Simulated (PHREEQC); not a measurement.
Dissolve 0.0027 mol Ag2SO4 and 0.0043 mol HF per kg of water at 33 °C. Closed to the air; pH follows from the charge balance.

The numbers come from PHREEQC with the ion-association model, wateq4f.dat.

```
quantity                    before     after
------------------------  --------  --------
pH                            2.93      3.56
ionic strength (mol/kgw)   0.00880   0.00108
SO4-2 (mol/kgw)            0.00230  0.000260
HSO4- (mol/kgw)           0.000235   7.49e-6
AgSO4- (mol/kgw)          0.000169   2.51e-6
SI of Ag2O (Ag2O)           -11.17    -11.84
```

Problem. Name the change that produced these shifts.
(A) diluted 10-fold with water
(B) HF from 0.0043 to 0.00387 mol/kgw
(C) HF left out
(D) 0.00031 mol/kgw K3PO4 added

Solution. A, diluted 10-fold with water

This is a speciation only: nothing precipitates in the calculation.
